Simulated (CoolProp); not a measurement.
Vapour-liquid equilibrium of n-hexane (1) + dimethyl carbonate (2) at 3.67 bar; x and y are mole fractions of (1).

The numbers come from the multi-fluid Helmholtz-energy mixture model, Thol 2019 and Zhou 2011; pair parameters Bell 2016 in CoolProp.

```csv
x,bubble temperature (°C),y at the bubble point,dew temperature at overall composition x (°C),liquid density (mol/L)
0.05,129.8,0.183,134.8,9.856
0.125,123.2,0.345,132.0,9.542
0.2,119.2,0.440,129.1,9.211
0.275,116.7,0.500,126.1,8.882
0.35,115.0,0.544,123.0,8.566
0.425,113.9,0.579,119.8,8.267
0.5,113.1,0.611,116.7,7.988
0.575,112.6,0.643,114.1,7.727
0.65,112.3,0.678,112.5,7.485
0.725,112.2,0.718,112.2,7.260
0.8,112.4,0.768,112.8,7.049
0.875,113.2,0.833,113.8,6.850
0.95,114.7,0.922,115.2,6.657
```

y crosses x between x = 0.65 and 0.725: the model has an azeotrope there.

Pair parameters are fitted to limited data, so mixtures are less certain than the pure fluids.
